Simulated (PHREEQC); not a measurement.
0.22 g of hydrous ferric oxide (600 m²/g; 0.2 weak and 0.005 strong sites per Fe, Dzombak-Morel constants, diffuse double layer) in 1 kg of water with 0.005 mol/kgw of an inert sodium salt and 1.4 mmol/kgw SrCl2 and 0.0071 mmol/kgw H3BO3, at 25 °C; the pH is set by adding NaOH or the inert anion's acid. Oxygen is held at 0.21 atm. CO2 from the air is kept out. Precipitation was switched off in this run.

All values are PHREEQC results (ion-association model, wateq4f.dat), not measurements.

Q: Predict Sr sorbed (%), surface charge σ (C/m²), surface potential ψ (mV) at pH = 4.88, 7.12, 7.5.

A: 
```tsv
pH	Sr sorbed (%)	surface charge σ (C/m²)	surface potential ψ (mV)
4.88	0.0	0.121	157
7.12	0.4	0.015	57
7.5	0.8	0.009	38
```

The oxide is taken as insoluble; below pH 4 it would dissolve.
